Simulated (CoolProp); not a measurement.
C3F8 (R218) along the isotherm 96.95 °C: Z from the reference equation and from simpler models built on Tc = 71.9 °C, pc = 2.640 MPa, ω = 0.317; each cubic takes its own stable root.

Model: reference Helmholtz-energy equation of state, Lemmon 2006, in CoolProp. It is a short technical equation, of lower accuracy than the large ones.

| p (MPa) | phase | reference |
|---|---|---|
| 0.0125 | gas | 0.9988 |
| 0.0195 | gas | 0.9981 |
| 0.0304 | gas | 0.9971 |
| 0.0473 | gas | 0.9954 |
| 0.0736 | gas | 0.9929 |
| 0.115 | gas | 0.9888 |
| 0.178 | gas | 0.9826 |
| 0.278 | gas | 0.9726 |
| 0.433 | gas | 0.9568 |
| 0.674 | gas | 0.9314 |
| 1.05 | gas | 0.8893 |
| 1.63 | gas | 0.8177 |
| 2.54 | gas | 0.6836 |
| 3.96 | supercritical | 0.4238 |

Task: How far does each simpler model (van der Waals, Redlich-Kwong, Soave-Redlich-Kwong, Peng-Robinson) lie from the reference over these 14 states: mean and median of the absolute difference, and the worst?

Result: 
- van der Waals: mean 0.5 %, median 0.0 %, worst -5.3 % at 96.95 °C and 3.96 MPa
- Redlich-Kwong: mean 0.8 %, median 0.2 %, worst -4.8 % at 96.95 °C and 3.96 MPa
- Soave-Redlich-Kwong: mean 0.9 %, median 0.1 %, worst +10.1 % at 96.95 °C and 3.96 MPa
- Peng-Robinson: mean 0.9 %, median 0.4 %, worst +3.4 % at 96.95 °C and 3.96 MPa
